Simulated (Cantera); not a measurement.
Charge: 1 mol Si, 19 mol HF, held at 702 °C and 59.0 mbar.

Method: chemical equilibrium by Gibbs-energy minimisation in Cantera with the NASA 1993 tables (ideal gas, pure condensed phases). Candidate condensed phases: Si; 25 gas species. Equilibrium is a limit: real reactors are often held back by kinetics, nucleation or transport.

Task: What is the equilibrium state?

Result: 
| Quantity | Value |
|---|---|
| x(HF) | 0.833 |
| x(H2) | 0.111 |
| x(SiF4) | 0.0556 |
| x(H2F2) | 1.76e-6 |
| gas amount | 18.00 mol |
| log10 activity of Si(s) (absent) | -20.99 |
